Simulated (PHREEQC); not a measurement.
Consider water at 25 °C with 3 mol NaBr, 2.3 mol SrCl2 and 2.6 mol MgCl2 per kg of water. Closed to the air; pH follows from the charge balance.

Model: Pitzer model, pitzer.dat, run in PHREEQC.

| quantity | before | after |
|---|---|---|
| MgOH+ (mol/kgw) | 6.44e-6 | 5.83e-7 |
| SI of Bischofite (MgCl2:6H2O) | -0.72 | -5.13 |
| SI of MgCl2_4H2O (MgCl2:4H2O) | -2.12 | -7.44 |

**Question.** Name the change that produced these shifts.
A) MgCl2 from 2.6 to 0.26 mol/kgw
B) diluted 5-fold with water
C) NaBr left out
D) NaBr from 3 to 4.5 mol/kgw
E) NaBr from 3 to 0.3 mol/kgw

**Answer.** B, diluted 5-fold with water

No solid was allowed to form. Some of these states are supersaturated (in Halite, for instance).
